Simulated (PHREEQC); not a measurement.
A PHREEQC input (ion-association model, phreeqc.dat):

```
SOLUTION 1
  temp 25
  units mg/L
  pH 5.7 charge
  pe 11.5
  Na 2.4
  K 4.25
  Ca 5.74
  Mg 0.671
  Cl 6.51
  S(6) 14.4 as SO4
  Alkalinity 5.11 as HCO3
  Sr 0.481
END
USE solution 1
EQUILIBRIUM_PHASES 1
  CO2(g) -2 10
END
```

It stops with these messages:

```
ERROR: pH adustment cannot attain charge balance when alkalinity is fixed.
ERROR: Program terminating due to input errors.
```

The fault: pH asked from the charge balance while alkalinity is fixed. The line should read `pH 5.7` where the input has `pH 5.7 charge`. With the mend the run ends at pH 5.74 and ionic strength 0.000879 mol/kgw.
